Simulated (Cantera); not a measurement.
## Low-pressure radical oxidation in H2/O2

An isothermal, constant-pressure homogeneous reactor starts with H2 : O2 : N2 = 0.01 : 1 : 2.2 (molar parts), at 1275 K and 3.15 Torr.

Detailed kinetics in Cantera: GRI-Mech 3.0 (53 species, 325 reactions). Radical loss at walls, strong at low pressure, is not modelled.

```csv
t (s),x H2,x O2,x O,x HO2,x N2O,x NO,x H2O
0.000100,0.00312,0.312,1.56e-11,1.07e-10,<1e-12,<1e-12,<1e-12
0.000242,0.00312,0.312,7.90e-11,2.58e-10,<1e-12,<1e-12,2.26e-12
0.000585,0.00312,0.312,3.48e-10,6.24e-10,<1e-12,<1e-12,2.53e-11
0.00141,0.00312,0.312,1.30e-9,1.51e-9,<1e-12,<1e-12,2.36e-10
0.00342,0.00312,0.312,4.78e-9,3.64e-9,<1e-12,<1e-12,1.96e-9
0.00827,0.00312,0.312,2.50e-8,8.80e-9,<1e-12,<1e-12,1.90e-8
0.0200,0.00311,0.312,4.44e-7,2.14e-8,<1e-12,<1e-12,4.68e-7
0.0484,0.00273,0.311,0.000256,9.34e-8,9.83e-12,1.06e-12,0.000284
0.117,1.54e-5,0.309,0.00273,7.16e-8,1.08e-9,5.01e-10,0.00288
0.283,1.25e-5,0.309,0.00268,6.89e-8,3.35e-9,1.98e-9,0.00289
0.684,1.19e-5,0.309,0.00255,6.73e-8,5.50e-9,5.98e-9,0.00290
1.65,1.06e-5,0.309,0.00226,6.37e-8,6.31e-9,1.52e-8,0.00292
4.00,8.22e-6,0.309,0.00173,5.62e-8,6.57e-9,3.21e-8,0.00296
```
x: mole fraction; the columns are a selection and need not sum to one.

Equilibrium at this temperature and pressure: H2 4.80e-9, O2 0.310, O 9.66e-7, HO2 1.77e-9, N2O 1.55e-9, NO 0.000382, H2O 0.00312 (gas phase only).
